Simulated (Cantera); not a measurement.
A Cantera script and what it prints.

```python
import numpy as np
import cantera as ct

gas_names = """
    CL CLO CL2 O O2 O3 Ti TiCL TiCL2 TiCL3 TiCL4 TiO TiOCL TiOCL2 TiO2
""".split()
cond_names = """
    Ti(a) Ti(b) Ti(L) TiCL2(s) TiCL3(s) TiCL4(L) TiO(a) TiO(b) TiO(L) TiO2(ru) TiO2(L) Ti2O3(a) Ti2O3(b)
    Ti2O3(L) Ti3O5(a) Ti3O5(b) Ti3O5(L) Ti4O7(s) Ti4O7(L)
""".split()


# ... load() reads the species with a 1 bar reference pressure and builds the phases ...
atoms = {
    'TiCl4': {'Ti': 1, 'CL': 4},
    'O2': {'O': 2},
}
top_T = {'TiCL2(s)': 1300, 'TiCL3(s)': 1000}  # K; cautious upper limits of use, not melting points


# ... equilibrate(T, P, feed) seeds the gas with the atoms and calls Mixture.equilibrate('TP', solver="vcs", rtol=1e-11, max_steps=5000) ...
results = []
feed = {'TiCl4': 1, 'O2': 2.6}  # mol
T = 1775  # K
P = 1333.22  # Pa
mix = equilibrate(T, P, feed)
results.append((T, P, feed, dict(zip(mix.species_names, mix.species_moles))))
x = sorted(zip(gas.X, gas.species_names), reverse=True)
print(f"T = {T:g} K  P = {P:g} Pa  gas = {mix.phase_moles(0):.4g} mol")
print("   x: " + "  ".join(f"{s} {v:.3e}" for v, s in x if v > 0.0001))
print("   condensed (mol): " + ("  ".join(f"{mix.phase(i).name} {mix.phase_moles(i):.4g}"
      for i in range(1, mix.n_phases) if mix.phase_moles(i) > 1e-12) or "none"))
```

Output:

```
T = 1775 K  P = 1333.22 Pa  gas = 5.248 mol
   x: CL 6.275e-01  O2 3.044e-01  CL2 6.676e-02  CLO 7.283e-04  O 4.574e-04
   condensed (mol): TiO2(ru) 0.9993
```

Cantera equilibrium calculation (NASA polynomials, part measured and part estimated; ideal gas, pure solids and liquids).
